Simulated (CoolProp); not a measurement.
CF4 (R14) along the isobar 50.1 bar: fugacity coefficient from the reference equation and from simpler models built on Tc = -45.8 °C, pc = 37.62 bar, ω = 0.178; each cubic takes its own stable root.

Computed with CoolProp (reference Helmholtz-energy equation of state, Platzer 1990). This equation is an older, rougher fit; its heat capacities, sound speeds and derivatives of the liquid may be far off and weren't checked against measurements.

```
T (°C)           phase  reference
-------  -------------  ---------
-109.95         liquid    0.06998
-89.05          liquid     0.1707
-68.15          liquid     0.3257
-47.15          liquid     0.5180
-26.25   supercritical     0.6734
-5.35    supercritical     0.7548
15.65    supercritical     0.8118
36.55    supercritical     0.8544
57.45    supercritical     0.8875
78.45    supercritical     0.9140
99.35    supercritical     0.9352
120.25   supercritical     0.9526
141.25   supercritical     0.9669
162.15   supercritical     0.9787
183.15   supercritical     0.9887
204.05   supercritical     0.9970
```

Task: How far does each simpler model (van der Waals, Peng-Robinson) lie from the reference over these 16 states: mean and median of the absolute difference, and the worst?

Result: 
- van der Waals: mean 20.6 %, median 4.1 %, worst +171.9 % at -109.95 °C and 50.1 bar
- Peng-Robinson: mean 1.9 %, median 1.8 %, worst -3.5 % at -26.25 °C and 50.1 bar
